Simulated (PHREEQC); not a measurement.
1 kg of water holding 0.38 mol/kgw NaOH meets 20 L of dry gas (H2 1 by moles) at fixed total pressure, at 25 °C; fugacities by Peng-Robinson. The gases take part in no redox reaction, some water evaporates into the gas, and hydrates or a liquid gas phase aren't modelled. Nothing may precipitate in this run.

All values are PHREEQC results (ion-association model, phreeqc.dat), not measurements.

| P (atm) | dissolved H2 (mol/kgw) | φ of H2 |
|---|---|---|
| 2 | 0.00143 | 1.000 |
| 5 | 0.00359 | 1.001 |
| 20 | 0.0143 | 1.005 |
| 30 | 0.0212 | 1.008 |
| 40 | 0.0280 | 1.011 |
| 75 | 0.0510 | … |
| 100 | … | 1.031 |
| 150 | 0.0960 | 1.049 |
| 300 | … | 1.116 |
| 400 | 0.214 | 1.170 |

### Question
Fill in the missing entries.

### Answer

- 75, φ of H2: 1.022
- 100, dissolved H2 (mol/kgw): 0.0666
- 300, dissolved H2 (mol/kgw): 0.172
